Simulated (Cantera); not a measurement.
Cantera run, input and output.

```python
import numpy as np
import cantera as ct

gas = ct.Solution("gri30.yaml")
gas.TPX = 1650, 160000, {'CH4': 1, 'H2': 0.52, 'O2': 2.26, 'N2': 8.5}
reactor = ct.IdealGasConstPressureReactor(gas, energy="on", clone=False)
net = ct.ReactorNet([reactor])
net.rtol, net.atol = 1e-08, 1e-16
show = ['CH4', 'H2', 'O2', 'CO', 'OH', 'CH2O']
times = np.geomspace(2e-06, 2, 11)

steps = ct.SolutionArray(gas, extra=["t"])
rows = []
print(f"{'t/s':>10s}{'T/K':>9s}{'P/Pa':>11s}" + "".join(f"{s:>11s}" for s in show))
for t in times:
    while net.time < t:
        t_next = net.step()
        steps.append(gas.state, t=t_next)
    rows.append([np.interp(t, steps.t, y) for y in (steps.T, steps.P, *steps(*show).X.T)])
    print(f"{t:10.3e}{rows[-1][0]:9.1f}{rows[-1][1]:11.4g}" + "".join(f"{x:11.3e}" for x in rows[-1][2:]))
rate = np.gradient(steps.T, steps.t)
print("integrator steps:", len(steps.t))
if steps.T.max() > steps.T[0] + 200:
    print(f"time of steepest temperature rise: {steps.t[rate.argmax()]:.4e} s")
gas.TPX = 1650, 160000, {'CH4': 1, 'H2': 0.52, 'O2': 2.26, 'N2': 8.5}
gas.equilibrate("HP")
print(f"equilibrium (HP): T = {gas.T:.1f} K  " + "  ".join(f"{s} {gas[s].X[0]:.3e}" for s in show))
```

Output:

```
       t/s      T/K       P/Pa        CH4         H2         O2         CO         OH       CH2O
 2.000e-06   1650.0    1.6e+05  8.143e-02  4.234e-02  1.840e-01  4.079e-10  2.167e-07  8.294e-08
 7.962e-06   1649.9    1.6e+05  8.139e-02  4.234e-02  1.840e-01  3.873e-08  8.500e-07  2.337e-06
 3.170e-05   1652.3    1.6e+05  8.000e-02  4.196e-02  1.832e-01  5.457e-05  1.915e-05  2.018e-04
 1.262e-04   2746.9    1.6e+05  3.076e-15  2.512e-02  2.551e-02  4.182e-02  2.583e-02  5.221e-10
 5.024e-04   2844.2    1.6e+05  5.729e-15  2.235e-02  2.148e-02  3.935e-02  2.368e-02  5.665e-10
 2.000e-03   2836.7    1.6e+05  6.227e-15  2.276e-02  1.958e-02  3.965e-02  2.272e-02  5.816e-10
 7.962e-03   2836.2    1.6e+05  6.264e-15  2.279e-02  1.945e-02  3.967e-02  2.266e-02  5.827e-10
 3.170e-02   2836.2    1.6e+05  6.264e-15  2.279e-02  1.945e-02  3.967e-02  2.266e-02  5.827e-10
 1.262e-01   2836.2    1.6e+05  6.264e-15  2.279e-02  1.945e-02  3.967e-02  2.266e-02  5.827e-10
 5.024e-01   2836.2    1.6e+05  6.264e-15  2.279e-02  1.945e-02  3.967e-02  2.266e-02  5.827e-10
 2.000e+00   2836.2    1.6e+05  6.264e-15  2.279e-02  1.945e-02  3.967e-02  2.266e-02  5.827e-10
integrator steps: 1752
time of steepest temperature rise: 7.1017e-05 s
equilibrium (HP): T = 2836.2 K  CH4 8.170e-15  H2 2.279e-02  O2 1.945e-02  CO 3.967e-02  OH 2.266e-02  CH2O 5.827e-10
```

Model: GRI-Mech 3.0 (53 species, 325 reactions), integrated in Cantera.
